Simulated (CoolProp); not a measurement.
Vapour-liquid equilibrium of dimethyl ether (1) + R236EA (2) at -20.15 °C; x and y are mole fractions of (1).

Values from CoolProp's multi-fluid Helmholtz-energy mixture model, Wu 2011 and Rui 2013; pair parameters Bell 2016.

| x | bubble pressure (bar) | y at the bubble point | dew pressure at overall composition x (bar) | liquid density (mol/L) |
|---|---|---|---|---|
| 0.05 | 0.3074 | 0.067 | 0.3059 | 10.48 |
| 0.2 | 0.3338 | 0.294 | 0.3209 | 11.17 |
| 0.35 | 0.3917 | 0.550 | 0.3431 | 11.92 |
| 0.5 | 0.5046 | 0.772 | 0.3768 | 12.73 |
| 0.65 | 0.6878 | 0.910 | 0.4306 | 13.60 |
| 0.8 | 0.9273 | 0.974 | 0.5292 | 14.52 |
| 0.95 | 1.168 | 0.997 | 0.8063 | 15.49 |

No azeotrope shows between x = 0.05 and 0.95.

The pair parameters rest on a limited set of measurements; away from them the model extrapolates.
